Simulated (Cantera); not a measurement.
A closed system holds: 1 mol C₂H₂, 1.7 mol NH₃, 0.75 mol H₂, held at 2248.15 K and 15.0 Pa.

Cantera equilibrium calculation (NASA polynomials, part measured and part estimated; ideal gas, pure solids and liquids). Candidate condensed phases: C, C₆H₆, C₇H₈, C₈H₁₈; 92 gas species. Kinetics and transport are ignored.

Base state: H₂ 0.456, H 0.406, N₂ 0.127, HCN 0.00845, C₂H₂ (acetylene) 0.00151, HNC 0.000716, CN 0.000292, C₂H 5.31e-5 (mole fractions); condensed: C(graphite).

Q: What changes in the equilibrium state with this change: temperature from 2248.15 K to 1075 K?

A: 
```
species             before    after
----------------  --------  -------
H₂                   0.456    0.835
N₂                   0.127    0.165
HCN                0.00845  5.88e-6
H                    0.406  1.09e-6
CN                0.000292    <1e-9
C₂H₂ (acetylene)   0.00151  6.28e-9
C₂H                5.31e-5    <1e-9
HNC               0.000716  1.45e-8
C₃                 4.18e-5    <1e-9
C(graphite), mol      1.92     2.00
```
